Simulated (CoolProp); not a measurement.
The fluid at 430.03 K and 1.1 MPa is throttled through a valve to 0.305 MPa with no heat exchange. The same conditions are run with several fluids, on thermodynamics alone (safety and materials aside).

Values from CoolProp's reference Helmholtz-energy equation of state of each fluid (chlorine: Thol 2021; cis-2-butene: Lemmon 2005; R134a: Tillner-Roth 1994; R245fa: Akasaka 2015; R410A: Lemmon 2003). Blends and air are pseudo-pure fits.

**Question.** Rank chlorine, cis-2-butene, R134a, R245fa, R410A by temperature change (K), highest first.

**Answer.** R410A (-5.1), R134a (-5.4), R245fa (-7.3), cis-2-butene (-8.1), chlorine (-9.9)

| fluid | final density (kg/m³) |
|---|---|
| chlorine | 6.27 |
| cis-2-butene | 5.02 |
| R134a | 8.97 |
| R245fa | 12.0 |
| R410A | 6.33 |
